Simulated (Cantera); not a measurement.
Feed: 1 mol CH3F, 0.057 mol HCl, 0.065 mol H2, at 3348.15 K and 0.100 bar.

Equilibrium computed with Cantera from the NASA thermochemical tables; the gas is ideal and each condensed phase is pure. Candidate condensed phases: C, C6H6, C7H8, C8H18; 118 gas species. The numbers say what is thermodynamically allowed, not how fast it happens.

Base state: H 0.434, HF 0.301, H2 0.111, C3 0.0692, C2H 0.0155, C2H2 (acetylene) 0.0147, Cl 0.0130, F 0.0128 (mole fractions); condensed: gas only.

**Question.** What changes in the equilibrium state with this change: temperature from 3348.15 K to 723.15 K?

**Answer.** 
```csv
species,before,after
HF,0.301,0.508
H2,0.111,0.384
CH4,6.47e-8,0.0786
H,0.434,<1e-9
C3,0.0692,<1e-9
C2H,0.0155,<1e-9
C2H2 (acetylene),0.0147,<1e-9
Cl,0.0130,<1e-9
F,0.0128,<1e-9
HCl,0.00498,0.0290
C,0.00916,<1e-9
C2,0.00807,<1e-9
C5,0.00283,<1e-9
"C(graphite), mol",0,0.845
```

**Question.** What changes in the equilibrium state with this change: H2 from 0.065 to 0.88 mol?

**Answer.** 
| species | before | after |
|---|---|---|
| H | 0.434 | 0.514 |
| HF | 0.301 | 0.218 |
| H2 | 0.111 | 0.155 |
| F | 0.0128 | 0.00785 |
| C3 | 0.0692 | 0.0451 |
| Cl | 0.0130 | 0.00889 |
| C2H | 0.0155 | 0.0138 |
| C2H2 (acetylene) | 0.0147 | 0.0156 |
| CF2 | 1.99e-5 | 6.42e-6 |
| C5 | 0.00283 | 0.00138 |
| CF | 0.00263 | 0.00139 |
| C2HF | 5.70e-5 | 3.10e-5 |
